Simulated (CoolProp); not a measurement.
Vapour-liquid equilibrium of propane (1) + isohexane (2) at 10.85 °C; x and y are mole fractions of (1).

Model: multi-fluid Helmholtz-energy mixture model, Lemmon 2009 and Lemmon 2006; pair parameters Bell 2016, in CoolProp.

```
x      bubble pressure, mixture model (bar)  bubble pressure, Raoult's law (bar)  y, mixture model  y, Raoult's law
-----  ------------------------------------  -----------------------------------  ----------------  ---------------
0.05                                 0.4637                               0.4703             0.683            0.693
0.125                                0.9302                               0.9479             0.850            0.860
0.2                                     [?]                                1.426             0.906            0.915
0.275                                 1.858                                1.903             0.934            0.942
0.35                                  2.321                                2.381             0.951            0.959
0.425                                 2.783                                2.859             0.963            0.969
0.5                                   3.245                                3.336               [?]            0.977
0.575                                 3.709                                3.814               [?]            0.983
0.65                                  4.177                                4.292             0.983            0.988
0.725                                   [?]                                4.769               [?]            0.991
0.8                                   5.136                                5.247             0.991            0.994
0.875                                 5.635                                5.724               [?]            0.997
0.95                                    [?]                                6.202             0.998            0.999
```

Question: What belongs in the gaps?

Answer: 
- 0.2, bubble pressure, mixture model (bar): 1.395
- 0.5, y, mixture model: 0.971
- 0.575, y, mixture model: 0.978
- 0.725, bubble pressure, mixture model (bar): 4.652
- 0.725, y, mixture model: 0.987
- 0.875, y, mixture model: 0.995
- 0.95, bubble pressure, mixture model (bar): 6.156

The largest gap from Raoult's law is -2.8 % in bubble pressure, at x = 0.575. No azeotrope shows between x = 0.05 and 0.95.

The pair parameters rest on a limited set of measurements; away from them the model extrapolates.
